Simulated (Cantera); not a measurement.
Input: 1 mol SiH2Cl2, 0.36 mol NO, 13 mol N2O, held at 1.33 mbar.

These are equilibrium values from Cantera (NASA tables, ideal gas, pure condensed phases), not measurements of a reactor. Candidate condensed phases: H2O, NH4Cl, Si, SiO2, Si2N2O, Si3N4; 47 gas species. The tables hold silica as quartz up to 1696 K and as liquid above; real silica turns to tridymite and cristobalite and melts near 1996 K. The numbers say what is thermodynamically allowed, not how fast it happens.

Question: Which condensed phases are stable at each of these points (T (K)): 1373, 1423, 1473, 1523, 1573, 1623, 1673, 1723, 1773?

Answer: 
```
T (K)  condensed phases  Si condensed (%)
-----  ----------------  ----------------
1373     SiO2(β-quartz)             100.0
1423     SiO2(β-quartz)             100.0
1473     SiO2(β-quartz)             100.0
1523     SiO2(β-quartz)             100.0
1573     SiO2(β-quartz)             100.0
1623     SiO2(β-quartz)             100.0
1673     SiO2(β-quartz)             100.0
1723    SiO2(condensed)             100.0
1773    SiO2(condensed)             100.0
```

From 1373 K to 1673 K the condensed part is SiO2(β-quartz). From 1723 K to 1773 K the condensed part is SiO2(condensed).
